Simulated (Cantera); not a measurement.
Premixed flame

A freely propagating, adiabatic, planar premixed flame of 48.0 % H2, 10.9 % O2, 41.1 % N2, equivalence ratio 2.2, unburnt at 498 K and 0.839 atm; mixture-averaged transport, grid criteria slope 0.08 and curve 0.16, no radiation.

Model: the H2/O2 subset of GRI-Mech 3.0, which has no nitrogen chemistry, integrated in Cantera. Burning velocities carry a grid error of a few per cent, more on coarse grids.

```tsv
z (mm)	T (K)	u (m/s)	x H2	x O2	x HO2	x H	x OH	x O
-1.58	498	6.34	0.480	0.109	<1e-8	<1e-8	<1e-8	<1e-8
-1.05	498	6.34	0.480	0.109	<1e-8	<1e-8	<1e-8	<1e-8
-0.789	498	6.34	0.480	0.109	<1e-8	<1e-8	<1e-8	<1e-8
-0.526	498	6.34	0.480	0.109	2.98e-7	<1e-8	<1e-8	<1e-8
-0.263	527	6.67	0.476	0.109	0.000256	0.000220	8.63e-5	1.18e-5
-0.132	781	9.65	0.442	0.102	0.000149	0.00875	0.000603	0.000267
0	1179	14.2	0.347	0.0662	5.80e-5	0.0473	0.00166	0.00250
0.132	1439	17.2	0.263	0.0177	1.48e-5	0.0814	0.00288	0.00258
0.263	1550	18.4	0.243	0.00324	2.60e-6	0.0853	0.00297	0.00126
0.526	1655	19.5	0.247	0.000421	3.36e-7	0.0749	0.00320	0.000803
1.05	1763	20.6	0.256	0.000245	1.97e-7	0.0599	0.00329	0.000604
2.10	1870	21.7	0.266	0.000152	1.26e-7	0.0447	0.00305	0.000389
4.21	1963	22.6	0.274	8.02e-5	7.27e-8	0.0311	0.00251	0.000211
```
x: mole fraction of selected species; z is measured from the peak of heat release.

- laminar burning velocity = 634 cm/s
- thermal thickness = 0.526 mm
- peak x(HO2) = 0.000286
- peak x(H) = 0.0859
- peak x(OH) = 0.00330
- peak x(O) = 0.00317
